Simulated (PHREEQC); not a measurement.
PHREEQC input (ion-association model, wateq4f.dat):

```
SOLUTION_MASTER_SPECIES
  An  An-  0  An  62.0  # stands for a non-complexing anion
SOLUTION_SPECIES
  An- = An-
    -log_k 0
    -gamma 3.0 0
PHASES
  Fix_H+
    H+ = H+
    -log_k 0
SOLUTION 1
  temp 25
  units mmol/kgw
  pH 7 charge
  Na 1
  An 1
END
SELECTED_OUTPUT 1
  -reset false
  -pH true
  -pe true
  -ionic_strength true
  -water true
  -totals Na
  -molalities Hfo_wOH Hfo_wOH2+ Hfo_wO- Hfo_sOH Hfo_sOH2+ Hfo_sO-
USER_PUNCH 1
  -headings sigma psi
  10 PUNCH EDL("sigma", "Hfo"), EDL("psi", "Hfo")
PRINT
  -reset false
USE solution 1
SURFACE 1
  Hfo_wOH 0.00359551 600 1.6
  Hfo_sOH 8.98876e-05
EQUILIBRIUM_PHASES 1
  Fix_H+ -4 HAn 10
    -force_equality true
  O2(g) -0.68 10
END
# ... the last block is repeated for the other 16 points of pH, with NaOH or the acid as the point needs
```

Selected output (columns that matter, 17 of 17 rows; pH added in front):

```
pH	mu	Na	m_Hfo_wOH	m_Hfo_wOH2+	m_Hfo_wO-	m_Hfo_sOH	m_Hfo_sOH2+	m_Hfo_sO-	sigma	psi
4	0.0017775	0.001	0.0021322	0.0013882	7.5025e-05	5.3306e-05	3.4706e-05	1.8756e-06	0.1353	0.20565
4.38	0.00153	0.001	0.0024001	0.0010724	0.00012305	6.0001e-05	2.681e-05	3.0763e-06	0.097809	0.19284
4.75	0.0013661	0.001	0.0025646	0.00085453	0.00017633	6.4116e-05	2.1363e-05	4.4083e-06	0.069873	0.17849
5.12	0.0012513	0.001	0.0026605	0.000705	0.00023001	6.6513e-05	1.7625e-05	5.7502e-06	0.048936	0.16249
5.5	0.0011689	0.001	0.002713	0.00060281	0.00027971	6.7824e-05	1.507e-05	6.9928e-06	0.033288	0.14453
5.88	0.001112	0.001	0.0027388	0.00053629	0.00032042	6.847e-05	1.3407e-05	8.0105e-06	0.022241	0.1253
6.25	0.0010741	0.001	0.0027506	0.00049414	0.00035075	6.8765e-05	1.2354e-05	8.7689e-06	0.014773	0.10563
6.62	0.0010481	0.001	0.002756	0.00046644	0.00037305	6.89e-05	1.1661e-05	9.3262e-06	0.0096223	0.085272
7	0.0010299	0.001	0.0027585	0.00044756	0.00038948	6.8962e-05	1.1189e-05	9.7371e-06	0.0059829	0.063878
7.38	0.0010171	0.001	0.0027595	0.00043463	0.00040137	6.8988e-05	1.0866e-05	1.0034e-05	0.0034264	0.042161
7.75	0.0010077	0.001	0.0027599	0.00042533	0.00041027	6.8998e-05	1.0633e-05	1.0257e-05	0.0015517	0.020833
8.12	0.0010016	0.0010018	0.00276	0.00041754	0.00041795	6.9e-05	1.0439e-05	1.0449e-05	-4.1844e-05	-0.00057907
8.5	0.0010117	0.0010201	0.0027599	0.0004096	0.00042602	6.8997e-05	1.024e-05	1.065e-05	-0.001692	-0.022566
8.88	0.0010261	0.0010444	0.0027594	0.00040021	0.00043586	6.8986e-05	1.0005e-05	1.0896e-05	-0.0036725	-0.044454
9.25	0.0010497	0.0010809	0.0027583	0.00038813	0.00044906	6.8958e-05	9.7033e-06	1.1227e-05	-0.0062778	-0.065565
9.62	0.0010933	0.0011433	0.0027557	0.00037117	0.00046868	6.8891e-05	9.2792e-06	1.1717e-05	-0.010047	-0.086329
10	0.0011834	0.0012628	0.002749	0.00034579	0.00050067	6.8726e-05	8.6447e-06	1.2517e-05	-0.015957	-0.10705
```
